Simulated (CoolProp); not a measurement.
The numbers come from the reference Helmholtz-energy equation of state, Zhou 2016 in CoolProp.

Task: For R245ca, give the phase and the Joule-Thomson coefficient (K/MPa) at 379.9 K and 0.146 MPa; 379.9 K and 0.501 MPa.

Result: 
- 379.9 K and 0.146 MPa: gas; Joule-Thomson coefficient 12.8
- 379.9 K and 0.501 MPa: gas; Joule-Thomson coefficient 14.1
